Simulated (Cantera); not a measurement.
## Adiabatic ignition

An adiabatic, constant-volume homogeneous reactor starts with 17.8 % CO, 21.4 % H₂, 0.925 % CH₄, 12.6 % O₂, 47.3 % N₂, equivalence ratio 1.7, at 1650 K and 0.217 atm.

Computed with Cantera and GRI-Mech 3.0 (53 species, 325 reactions).

```
t (s)     T (K)  P (bar)   x CO    x H₂    x CH₄     x NO₂     x HCO
--------  -----  -------  -----  ------  -------  --------  --------
6.00e-6    1650    0.220  0.178   0.214  0.00925    <1e-12  9.61e-11
1.70e-5    1650    0.220  0.178   0.213  0.00924    <1e-12  7.57e-10
4.82e-5    1837    0.246  0.180   0.136  0.00103  2.75e-12   5.57e-5
0.000136   2111    0.280  0.138  0.0621   <1e-12  2.91e-10   2.48e-7
0.000387   2404    0.312  0.145  0.0643   <1e-12   3.08e-9   2.00e-7
0.00110    2773    0.351  0.149  0.0642   <1e-12   8.96e-8   1.81e-7
0.00310    2840    0.358  0.150  0.0647   <1e-12   4.26e-7   1.97e-7
0.00879    2838    0.358  0.150  0.0650   <1e-12   5.28e-7   1.96e-7
0.0249     2838    0.358  0.150  0.0650   <1e-12   5.29e-7   1.96e-7
0.0706     2838    0.358  0.150  0.0650   <1e-12   5.29e-7   1.96e-7
0.200      2838    0.358  0.150  0.0650   <1e-12   5.29e-7   1.96e-7
```
x: mole fraction; the columns are a selection and need not sum to one.

* **time of steepest temperature rise**: 47.1 µs
* **temperature at 0.200 s**: 2838 K
* **equilibrium temperature**: 2838 K
* **x(CO) at 0.200 s**: 0.150 (gas-phase equilibrium 0.150)
* **x(H₂) at 0.200 s**: 0.0650 (gas-phase equilibrium 0.0650)
* **x(CH₄) at 0.200 s**: <1e-12 (gas-phase equilibrium <1e-12)
